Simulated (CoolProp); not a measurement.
Ammonia at 441.45 K and 7.1 MPa flows at 11 m/s in a round tube of 1 mm bore and 0.25 µm roughness, fully developed (64/Re and Nu = 3.66 if laminar; Colebrook and Gnielinski if turbulent). Each further row changes one setting.

The numbers come from the reference Helmholtz-energy equation of state, Gao 2020 in CoolProp.

```csv
case,Reynolds number,Darcy friction factor,pressure drop (Pa/m),heat-transfer coefficient (W/(m² K)),mass flow (kg/h)
as stated,27900,0.0245,60300,4540,1.26
velocity 22 m/s,55800,0.0213,210000,8050,2.53
diameter 2 mm,55800,0.0209,25600,3940,5.05
```

Viscosity comes from a separate model (Fenghour 1995). Thermal conductivity comes from a separate model (Tufeu 1984).
